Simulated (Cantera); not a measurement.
Thermodynamics of carbon deposition, reforming and gasification, feed C2H6 + NH3

Input: 1 mol C2H6, 0.19 mol NH3, held at 523.15 K and 1.30 bar.

Method: chemical equilibrium by Gibbs-energy minimisation in Cantera with the NASA 1993 tables (ideal gas, pure condensed phases). Candidate condensed phases: C, C6H6, C7H8, C8H18; 92 gas species. Rates play no part.

```yaml
x(CH4): 0.920
x(N2): 0.0539
x(H2): 0.0259
x(NH3): 0.000234
x(C2H6): 2.53e-6
n(C(graphite)): 0.381 mol
gas_amount: 1.760 mol
```
